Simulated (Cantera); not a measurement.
Input: 1 mol CH3Cl, 0.18 mol Si, 2.3 mol H2, held at 700 K and 0.580 bar.

These are equilibrium values from Cantera (NASA tables, ideal gas, pure condensed phases), not measurements of a reactor. Candidate condensed phases: C, C6H6, C7H8, C8H18, Si, SiC; 109 gas species. The numbers say what is thermodynamically allowed, not how fast it happens.

Base state: H2 0.532, CH4 0.321, HCl 0.0898, SiCl4 0.0576, SiHCl3 6.98e-5 (mole fractions); condensed: gas only.

Task: What changes in the equilibrium state with this change: Si from 0.18 to 1.3 mol?

Result: 
| species | before | after |
|---|---|---|
| H2 | 0.532 | 0.930 |
| SiCl4 | 0.0576 | 0.0404 |
| SiHCl3 | 6.98e-5 | 0.0282 |
| CH4 | 0.321 | 3.84e-5 |
| HCl | 0.0898 | 0.000272 |
| SiH2Cl2 | 5.56e-9 | 0.00129 |
| SiH3Cl | <1e-9 | 1.27e-5 |
| Si(s), mol | 0 | 0.0195 |
| SiC(s), mol | 0 | 1.000 |
